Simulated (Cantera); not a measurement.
Feed: 1 mol CH3Cl, 0.059 mol Si, 0.14 mol H2, held at 2675 K and 900 Pa.

These are equilibrium values from Cantera (NASA tables, ideal gas, pure condensed phases), not measurements of a reactor. Candidate condensed phases: C, C6H6, C7H8, C8H18, Si, SiC; 109 gas species. The tables' values for SiCl are old estimates; treat these amounts as uncertain. Equilibrium is a limit: real reactors are often held back by kinetics, nucleation or transport.

Base state: H2 0.315, H 0.306, HCl 0.209, Cl 0.141, Si 0.0128, C2H2 (acetylene) 0.00679, SiC2 0.00531, SiCl2 0.00127 (mole fractions); condensed: C(graphite).

Q: What changes in the equilibrium state with this change: H2 from 0.14 to 6.9 mol?

A: 
```tsv
species	before	after
H2	0.315	0.506
H	0.306	0.387
HCl	0.209	0.0574
Cl	0.141	0.0306
Si	0.0128	0.00357
C2H2 (acetylene)	0.00679	0.0109
SiCl2	0.00127	1.67e-5
SiCl	0.00117	7.06e-5
Si2C	5.67e-5	4.40e-6
C(graphite), mol	0.920	0.667
```

Q: What changes in the equilibrium state with this change: temperature from 2675 K to 848 K?

A: 
| species | before | after |
|---|---|---|
| H2 | 0.315 | 0.602 |
| HCl | 0.209 | 0.368 |
| SiCl4 | 1.35e-9 | 0.0283 |
| H | 0.306 | <1e-9 |
| Cl | 0.141 | <1e-9 |
| Si | 0.0128 | <1e-9 |
| C2H2 (acetylene) | 0.00679 | <1e-9 |
| SiC2 | 0.00531 | <1e-9 |
| SiCl | 0.00117 | <1e-9 |
| C3 | 0.000700 | <1e-9 |
| C2H | 0.000668 | <1e-9 |
| C(graphite), mol | 0.920 | 0.996 |

Q: What changes in the equilibrium state with this change: pressure from 900 Pa to 200 Pa?

A: 
```
species            before     after
----------------  -------  --------
H                   0.306     0.494
Cl                  0.141     0.193
H2                  0.315     0.183
HCl                 0.209     0.103
Si                 0.0128    0.0120
SiCl2             0.00127  0.000110
Si2C              5.67e-5   1.10e-5
C(graphite), mol    0.920     0.895
```
